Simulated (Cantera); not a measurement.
# Adiabatic ignition

An adiabatic, constant-volume homogeneous reactor starts with CO : H2 : CH4 : O2 : N2 = 1 : 0.59 : 0.033 : 1.15 : 10.8 (molar parts), at 1673 K and 34000 Pa.

Model: GRI-Mech 3.0 (53 species, 325 reactions), integrated in Cantera.

| t (s) | T (K) | P (bar) | x CO | x H2 | x CH4 | x HCN | x C2H2 | x HCO |
|---|---|---|---|---|---|---|---|---|
| 2.00e-6 | 1673 | 0.340 | 0.0737 | 0.0435 | 0.00243 | <1e-12 | <1e-12 | 6.10e-12 |
| 6.78e-6 | 1673 | 0.340 | 0.0737 | 0.0435 | 0.00243 | <1e-12 | <1e-12 | 1.79e-11 |
| 2.30e-5 | 1673 | 0.340 | 0.0737 | 0.0434 | 0.00243 | <1e-12 | <1e-12 | 1.88e-10 |
| 7.79e-5 | 1742 | 0.354 | 0.0673 | 0.00666 | 1.07e-6 | 4.45e-8 | 4.05e-11 | 1.22e-7 |
| 0.000264 | 1885 | 0.381 | 0.0395 | 0.00650 | <1e-12 | <1e-12 | <1e-12 | 4.30e-8 |
| 0.000894 | 2117 | 0.422 | 0.0360 | 0.00563 | <1e-12 | 2.06e-12 | <1e-12 | 2.29e-8 |
| 0.00303 | 2393 | 0.469 | 0.0267 | 0.00348 | <1e-12 | 7.93e-12 | <1e-12 | 5.99e-9 |
| 0.0103 | 2509 | 0.488 | 0.0201 | 0.00237 | <1e-12 | 2.96e-11 | <1e-12 | 2.56e-9 |
| 0.0348 | 2504 | 0.487 | 0.0199 | 0.00235 | <1e-12 | 4.47e-11 | <1e-12 | 2.45e-9 |
| 0.118 | 2503 | 0.487 | 0.0199 | 0.00236 | <1e-12 | 4.79e-11 | <1e-12 | 2.44e-9 |
| 0.400 | 2503 | 0.487 | 0.0199 | 0.00236 | <1e-12 | 4.79e-11 | <1e-12 | 2.44e-9 |
x: mole fraction; the columns are a selection and need not sum to one.

time of steepest temperature rise: 60.8 µs
temperature at 0.400 s: 2503 K
equilibrium temperature: 2503 K
x(CO) at 0.400 s: 0.0199 (gas-phase equilibrium 0.0199)
x(H2) at 0.400 s: 0.00236 (gas-phase equilibrium 0.00236)
x(CH4) at 0.400 s: <1e-12 (gas-phase equilibrium <1e-12)
